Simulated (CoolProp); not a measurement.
Vapour-liquid equilibrium of CH2F2 (R32) (1) + R1234yf (2) at 0.0084 MPa; x and y are mole fractions of (1).

The numbers come from the multi-fluid Helmholtz-energy mixture model, Tillner-Roth 1997 and Lemmon 2022; pair parameters Bell 2023 in CoolProp.

```
x     bubble temperature (K)  y at the bubble point  dew temperature at overall composition x (K)  liquid density (mol/L)
----  ----------------------  ---------------------  --------------------------------------------  ----------------------
0.05                   195.9                  0.246                                         198.5                   12.48
0.2                    189.6                  0.599                                         196.5                   13.66
0.35                   186.4                  0.735                                         194.3                   14.99
0.5                    184.7                  0.803                                         191.6                   16.56
0.65                   183.7                  0.847                                         188.5                   18.49
0.8                    183.1                  0.890                                         184.8                   20.92
0.95                   182.6                  0.961                                         182.6                   24.04
```

No azeotrope shows between x = 0.05 and 0.95.

Pair parameters are fitted to limited data, so mixtures are less certain than the pure fluids.
